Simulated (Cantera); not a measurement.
A closed system holds: 1 mol B₂H₆, 0.11 mol H₂O, 37 mol H₂, equilibrated at 1798.15 K and 1.33 mbar.

Method: chemical equilibrium by Gibbs-energy minimisation in Cantera with the NASA 1993 tables (ideal gas, pure condensed phases). Candidate condensed phases: B, B₂O₃, B₃O₃H₃, H₂O; 23 gas species. The feed counts by its element totals alone. The tables' values for BH₂ are old estimates; treat these amounts as uncertain. The numbers say what is thermodynamically allowed, not how fast it happens.

Base state: H₂ 0.988, H 0.00959, HBO 0.00228, BO 0.000396, BH₂ 0.000127, B₂O₂ 2.02e-5 (mole fractions); condensed: B(s).

What changes in the equilibrium state with this change: temperature from 1798.15 K to 2150 K?


```tsv
species	before	after
H₂	0.988	0.887
H	0.00959	0.109
BO	0.000396	0.00155
HBO	0.00228	0.000997
B	2.37e-6	0.00102
BH	4.49e-7	4.80e-5
B₂O	3.27e-6	3.24e-5
B₂O₂	2.02e-5	2.48e-6
B(s), mol	1.88	1.80
```
